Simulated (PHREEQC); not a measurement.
A column of 0.1 m (30 cells, dispersivity 0.0035 m, 720 s a shift, diffusion coefficient 3e-10 m²/s) holds 0.016 eq of the database's cation exchanger X per kg of pore water, first in equilibrium with 0.0039 mol/kgw KBr and 1e-05 mol/kgw HCl. It is flushed with 0.0059 mol/kgw MgCl2, 0.0029 mol/kgw PbCl2, 0.0048 mol/kgw LiCl and 1e-05 mol/kgw HCl, at 15 °C. Values are for the last cell. CO2 from the air is kept out. No solid was allowed to form.

The numbers come from PHREEQC with the ion-association model, phreeqc.dat.

| pore volumes | Mg in solution (mol/kgw) | Li in solution (mol/kgw) | Pb in solution (mol/kgw) | Br in solution (mol/kgw) | K in solution (mol/kgw) | KX on the exchanger (mol/kgw) | PbX2 on the exchanger (mol/kgw) |
|---|---|---|---|---|---|---|---|
| 0 | 0 | 0 | 0 | 0.00390 | 0.00390 | 0.0160 | 0 |
| 0.4167 | 0 | 3.95e-9 | 0 | 0.00390 | 0.00391 | 0.0160 | 0 |
| 0.8167 | 0 | 0.000497 | 0 | 0.00287 | 0.00831 | 0.0159 | 0 |
| 1.217 | 8.45e-7 | 0.00354 | 2.53e-11 | 0.000750 | 0.0153 | 0.0154 | 2.34e-10 |
| 1.617 | 0.00132 | 0.00488 | 8.83e-6 | 0.000100 | 0.0144 | 0.0102 | 3.93e-5 |
| 2.017 | 0.00587 | 0.00488 | 0.000527 | 9.67e-6 | 0.00468 | 0.00228 | 0.00113 |
| 2.417 | 0.00664 | 0.00483 | 0.00162 | 7.87e-7 | 0.00104 | 0.000449 | 0.00273 |
| 2.817 | 0.00633 | 0.00481 | 0.00237 | 5.83e-8 | 0.000205 | 8.41e-5 | 0.00360 |
| 3.217 | 0.00608 | 0.00480 | 0.00270 | 4.07e-9 | 3.85e-5 | 1.55e-5 | 0.00396 |
| 3.617 | 0.00597 | 0.00480 | 0.00283 | 2.75e-10 | 7.03e-6 | 2.80e-6 | 0.00409 |
| 4.017 | 0.00592 | 0.00480 | 0.00288 | 1.81e-11 | 1.26e-6 | 5.03e-7 | 0.00414 |
